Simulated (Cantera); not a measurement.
Source: NASA polynomial tables (part measured, part estimated), evaluated in Cantera. Values are per mole of reaction as written; species without (g) are pure solids or liquids, kept so even where they would boil at 1 bar.

0.8 V + O2(g) ⇌ 0.4 V2O5, with ΔH° = -620.2 kJ and ΔS° = -176.0 J/K at 300 K.

Question: How far is the shortcut ΔG° ≈ ΔH°(300 K) − T·ΔS°(300 K) from the full temperature-dependent value at 473, 523, 573, 623, 673, 723, 773 K?

Answer: 
```tsv
T (K)	shortcut (kJ)	full (kJ)	difference (kJ)	difference in log10 K
473	-537.0	-537.2	0.3	-0.03
523	-528.2	-528.6	0.5	-0.05
573	-519.4	-520.1	0.7	-0.07
623	-510.6	-511.6	1.1	-0.09
673	-501.8	-503.2	1.4	-0.11
723	-493.0	-494.8	1.9	-0.14
773	-484.2	-486.5	2.3	-0.16
```
The shortcut ignores the heat-capacity change of the reaction.
